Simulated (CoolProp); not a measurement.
R115 along the isobar 7.43 MPa: fugacity coefficient from the reference equation and from simpler models built on Tc = 353.1 K, pc = 3.129 MPa, ω = 0.248; each cubic takes its own stable root.

Model: reference Helmholtz-energy equation of state, Lemmon 2016, in CoolProp.

| T (K) | phase | reference | Redlich-Kwong | Soave-Redlich-Kwong | Peng-Robinson |
|---|---|---|---|---|---|
| 336.6 | liquid | 0.2797 | 0.3019 | 0.2903 | 0.2730 |
| 357.1 | supercritical | 0.3695 | ___ | 0.3830 | 0.3604 |
| 377.5 | supercritical | ___ | 0.4568 | 0.4762 | 0.4485 |
| 397.9 | supercritical | 0.5465 | 0.5289 | ___ | 0.5303 |
| 418.3 | supercritical | 0.6196 | 0.5929 | 0.6367 | 0.6010 |
| 438.7 | supercritical | ___ | 0.6475 | 0.6987 | 0.6606 |
| 459.2 | supercritical | 0.7299 | ___ | 0.7507 | ___ |
| 479.6 | supercritical | 0.7719 | 0.7331 | 0.7943 | 0.7542 |
| 500 | supercritical | 0.8075 | ___ | ___ | 0.7911 |

Problem. Complete the blanks.

Solution. 
- 357.1, Redlich-Kwong: 0.3799
- 377.5, reference: 0.4610
- 397.9, Soave-Redlich-Kwong: 0.5625
- 438.7, reference: 0.6797
- 459.2, Redlich-Kwong: 0.6939
- 459.2, Peng-Robinson: 0.7113
- 500, Redlich-Kwong: 0.7667
- 500, Soave-Redlich-Kwong: 0.8312
